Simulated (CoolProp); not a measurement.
Methane along the isotherm 214.4 K: density (kg/m³) from the reference equation and from simpler models built on Tc = 190.6 K, pc = 45.99 bar, ω = 0.011; each cubic takes its own stable root.

Values from CoolProp's reference Helmholtz-energy equation of state, Setzmann 1991.

```tsv
p (bar)	phase	reference	ideal gas	van der Waals	Redlich-Kwong	Peng-Robinson
7.19	gas	6.723	6.471	6.710	6.729	6.766
14.4	gas	14.04	12.96	13.99	14.06	14.22
21.6	gas	22.04	19.44	21.94	22.10	22.47
28.7	gas	30.79	25.83	30.64	30.88	31.60
35.9	gas	40.77	32.31	40.63	40.90	42.10
43.1	gas	52.23	38.79	52.24	52.35	54.24
50.3	supercritical	65.69	45.27	66.32	65.71	68.53
57.5	supercritical	81.96	51.75	84.35	81.63	85.64
64.7	supercritical	102.1	58.23	108.2	100.7	106.2
71.9	supercritical	126.8	64.71	134.1	122.7	129.8
79	supercritical	153.7	71.10	152.9	144.7	153.7
86.2	supercritical	178.3	77.58	166.1	164.2	175.5
93.4	supercritical	197.5	84.06	175.8	180.3	193.6
101	supercritical	213.0	90.90	183.9	194.1	209.4
108	supercritical	224.2	97.20	190.1	204.7	221.7
115	supercritical	233.3	103.5	195.4	213.8	232.2
```
